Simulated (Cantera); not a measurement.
# Catalytic stagnation flow on Pt

A jet of CH4 : O2 : N2 = 0.022 : 0.056 : 0.79 (molar parts), equivalence ratio 0.79 at 300 K and 195 Torr hits a platinum plate 5.9 cm away at a mass flux of 0.041 kg/m²/s; the plate temperature is set and raised in steps from an oxygen-covered start.

Model: Deutschmann's 1995 Pt surface mechanism with GRI-Mech 3.0 gas chemistry, integrated in Cantera. Catalytic surfaces can have several steady states; this one follows from the mechanism file's or the stated starting coverage.

```
plate T (K)  wall x CH4  wall x O2  wall x H2O  wall x OH  wall x CO  wall x CO2  θ free Pt   θ O*    θ OH*
-----------  ----------  ---------  ----------  ---------  ---------  ----------  ---------  -----  -------
850              0.0134     0.0392      0.0224      <1e-8    3.66e-6      0.0146      0.142  0.856  0.00221
900             0.00751     0.0268      0.0333    2.17e-8    3.03e-6      0.0218      0.220  0.778  0.00255
950             0.00437     0.0202      0.0390    6.08e-8    2.52e-6      0.0256      0.303  0.695  0.00250
1000            0.00281     0.0169      0.0418    1.53e-7    2.24e-6      0.0274      0.383  0.615  0.00228
1050            0.00198     0.0152      0.0432    3.49e-7    2.14e-6      0.0284      0.459  0.539  0.00201
1100            0.00149     0.0142      0.0440    7.35e-7    2.15e-6      0.0290      0.531  0.467  0.00174
```
x: mole fraction at the wall; θ: surface coverage.
